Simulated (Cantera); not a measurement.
A Cantera script and its output.

```python
import numpy as np
import cantera as ct

surf = ct.Interface("diamond.yaml", "diamond_100")
gas, bulk = surf.adjacent["gas"], surf.adjacent["diamond"]
k = surf.kinetics_species_index(bulk.species_names[0])
cover = ["c6HH", "c6H*", "c6*H", "c6**", "c6HM", "c6B"]

rows, drift = [], 0.0
print(f"{'xCH3':>10s}{'um/h':>11s}" + "".join(f"{s:>11s}" for s in cover))
for v in [1e-06, 2.3e-06, 5.3e-06, 1.2e-05, 2.8e-05, 6.4e-05, 0.00015, 0.00034, 0.00078]:
    T, P, xH, xCH3 = 1300, 5600, 0.0013, v
    gas.TPX = T, P, {"H": xH, "CH3": xCH3, "CH4": 0.013, "H2": 1 - xH - xCH3 - 0.013}
    surf.TP = bulk.TP = T, P
    surf.coverages = "c6H*:0.1, c6HH:0.9"
    surf.advance_coverages(100.0)
    before = surf.coverages
    surf.advance_coverages(100.0)
    drift = max(drift, np.max(np.abs(surf.coverages - before) / (surf.coverages + 1e-9)))
    rate = surf.net_production_rates[k] * bulk.mean_molecular_weight / bulk.density * 3.6e9
    rows.append([rate, *surf[cover].coverages])
    print(f"{v:10.4g}{rate:11.4e}" + "".join(f"{x:11.3e}" for x in rows[-1][1:]))
```

It prints:

```
      xCH3       um/h       c6HH       c6H*       c6*H       c6**       c6HM        c6B
     1e-06 6.3255e-03  4.151e-01  4.732e-02  5.056e-01  3.202e-02  2.314e-06  1.716e-11
   2.3e-06 1.4546e-02  4.151e-01  4.732e-02  5.056e-01  3.202e-02  5.321e-06  3.947e-11
   5.3e-06 3.3508e-02  4.151e-01  4.732e-02  5.056e-01  3.201e-02  1.226e-05  9.093e-11
   1.2e-05 7.5808e-02  4.150e-01  4.732e-02  5.055e-01  3.198e-02  2.775e-05  2.057e-10
   2.8e-05 1.7656e-01  4.150e-01  4.731e-02  5.054e-01  3.191e-02  6.469e-05  4.791e-10
   6.4e-05 4.0188e-01  4.149e-01  4.729e-02  5.052e-01  3.177e-02  1.476e-04  1.091e-09
   0.00015 9.3264e-01  4.147e-01  4.725e-02  5.048e-01  3.142e-02  3.446e-04  2.531e-09
   0.00034 2.0692e+00  4.142e-01  4.716e-02  5.038e-01  3.068e-02  7.741e-04  5.615e-09
   0.00078 4.5263e+00  4.131e-01  4.697e-02  5.018e-01  2.909e-02  1.742e-03  1.228e-08
```

Cantera simulation using the Harris–Goodwin 1993 mechanism for the reconstructed diamond (100) surface; the numbers are that mechanism's predictions, not measurements.
